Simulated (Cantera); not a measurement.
## Carbothermic reduction: TiO₂ + CH₄ + H₂

Input: 1 mol TiO₂, 0.93 mol CH₄, 14 mol H₂, equilibrated at 1.00 bar.

Equilibrium computed with Cantera from the NASA thermochemical tables; the gas is ideal and each condensed phase is pure. Candidate condensed phases: C, C₆H₆, C₇H₈, C₈H₁₈, H₂O, Ti, TiC, TiO, TiO₂, Ti₂O₃, Ti₃O₅, Ti₄O₇; 113 gas species. Mutual solubility and eutectic melting of coexisting phases are not modelled. TiC: taken at fixed stoichiometry. The numbers say what is thermodynamically allowed, not how fast it happens.

| T (°C) | x H₂ | x CO | x CH₄ | x H | n TiC(s) | n Ti₂O₃(s) |
|---|---|---|---|---|---|---|
| 1152 | 0.953 | 0.0443 | 0.00226 | 6.66e-6 | 0.158 | 0.421 |
| 1202 | 0.954 | 0.0449 | 0.00113 | 1.27e-5 | 0.166 | 0.417 |
| 1252 | 0.954 | 0.0452 | 0.000590 | 2.31e-5 | 0.170 | 0.415 |
| 1302 | 0.954 | 0.0453 | 0.000321 | 4.06e-5 | 0.171 | 0.414 |
| 1352 | 0.954 | 0.0454 | 0.000181 | 6.89e-5 | 0.172 | 0.414 |
| 1402 | 0.954 | 0.0455 | 0.000106 | 0.000113 | 0.173 | 0.414 |
| 1452 | 0.954 | 0.0455 | 6.42e-5 | 0.000181 | 0.173 | 0.413 |
| 1502 | 0.954 | 0.0455 | 4.00e-5 | 0.000283 | 0.174 | 0.413 |
| 1552 | 0.954 | 0.0455 | 2.56e-5 | 0.000430 | 0.174 | 0.413 |
| 1602 | 0.954 | 0.0455 | 1.68e-5 | 0.000640 | 0.174 | 0.413 |
| 1652 | 0.953 | 0.0455 | 1.13e-5 | 0.000933 | 0.174 | 0.413 |
| 1702 | 0.953 | 0.0455 | 7.73e-6 | 0.00134 | 0.174 | 0.413 |
x: gas mole fraction; n: condensed amount in mol.

From 1152 °C to 1702 °C the condensed part is TiC(s) + Ti₂O₃(s).
